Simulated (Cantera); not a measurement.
Cantera run:

```python
import numpy as np
import cantera as ct

gas_names = """
    Fe H H2 H2S S SH S2 S8
""".split()
cond_names = """
    Fe(a) Fe(c) Fe(d) Fe(L) FeS(a) FeS(b) FeS(c) FeS(L) FeS2(s) S(cr1) S(cr2) S(L)
""".split()


# ... load() reads the species with a 1 bar reference pressure and builds the phases ...
atoms = {
    'FeS2': {'Fe': 1, 'S': 2},
    'H2': {'H': 2},
}
top_T = {'FeS2(s)': 1010}  # K; cautious upper limits of use, not melting points


# ... equilibrate(T, P, feed) seeds the gas with the atoms and calls Mixture.equilibrate('TP', solver="vcs", rtol=1e-11, max_steps=5000) ...
results = []
feed = {'FeS2': 1, 'H2': 2400}  # mol
P = 13332.2  # Pa
for T in [773, 873, 973, 1073, 1173, 1273, 1373, 1473, 1573, 1673, 1773, 1873]:
    mix = equilibrate(T, P, feed)
    results.append((T, P, feed, dict(zip(mix.species_names, mix.species_moles))))
    x = sorted(zip(gas.X, gas.species_names), reverse=True)
    print(f"T = {T:g} K  P = {P:g} Pa  gas = {mix.phase_moles(0):.4g} mol")
    print("   x: " + "  ".join(f"{s} {v:.3e}" for v, s in x if v > 1e-06))
    print("   condensed (mol): " + ("  ".join(f"{mix.phase(i).name} {mix.phase_moles(i):.4g}"
          for i in range(1, mix.n_phases) if mix.phase_moles(i) > 1e-12) or "none"))
```

Output:

```
T = 773 K  P = 13332.2 Pa  gas = 2400 mol
   x: H2 9.996e-01  H2S 4.167e-04
   condensed (mol): FeS(c) 1
T = 873 K  P = 13332.2 Pa  gas = 2400 mol
   x: H2 9.996e-01  H2S 4.167e-04
   condensed (mol): FeS(c) 1
T = 973 K  P = 13332.2 Pa  gas = 2400 mol
   x: H2 9.992e-01  H2S 8.333e-04
   condensed (mol): Fe(a) 1
T = 1073 K  P = 13332.2 Pa  gas = 2400 mol
   x: H2 9.992e-01  H2S 8.333e-04
   condensed (mol): Fe(a) 1
T = 1173 K  P = 13332.2 Pa  gas = 2400 mol
   x: H2 9.992e-01  H2S 8.331e-04
   condensed (mol): Fe(a) 1
T = 1273 K  P = 13332.2 Pa  gas = 2400 mol
   x: H2 9.992e-01  H2S 8.323e-04  H 1.952e-06
   condensed (mol): Fe(c) 1
T = 1373 K  P = 13332.2 Pa  gas = 2400 mol
   x: H2 9.992e-01  H2S 8.301e-04  H 9.116e-06  SH 2.986e-06
   condensed (mol): Fe(c) 0.9999
T = 1473 K  P = 13332.2 Pa  gas = 2400 mol
   x: H2 9.991e-01  H2S 8.248e-04  H 3.463e-05  SH 7.908e-06
   condensed (mol): Fe(c) 0.9985
T = 1573 K  P = 13332.2 Pa  gas = 2400 mol
   x: H2 9.991e-01  H2S 8.132e-04  H 1.113e-04  SH 1.835e-05  Fe 4.931e-06
   condensed (mol): Fe(c) 0.9882
T = 1673 K  P = 13332.2 Pa  gas = 2400 mol
   x: H2 9.988e-01  H2S 7.912e-04  H 3.117e-04  SH 3.792e-05  Fe 3.010e-05  S2 1.603e-06
   condensed (mol): Fe(d) 0.9277
T = 1773 K  P = 13332.2 Pa  gas = 2401 mol
   x: H2 9.982e-01  H 7.784e-04  H2S 7.535e-04  Fe 1.483e-04  SH 7.044e-05  S2 3.037e-06  S 2.841e-06
   condensed (mol): Fe(d) 0.6438
T = 1873 K  P = 13332.2 Pa  gas = 2403 mol
   x: H2 9.970e-01  H 1.765e-03  H2S 6.960e-04  Fe 4.161e-04  SH 1.182e-04  S 8.023e-06  S2 5.008e-06
   condensed (mol): none
```

Method: chemical equilibrium by Gibbs-energy minimisation in Cantera with the NASA 1993 tables (ideal gas, pure condensed phases). FeS: taken at fixed stoichiometry.
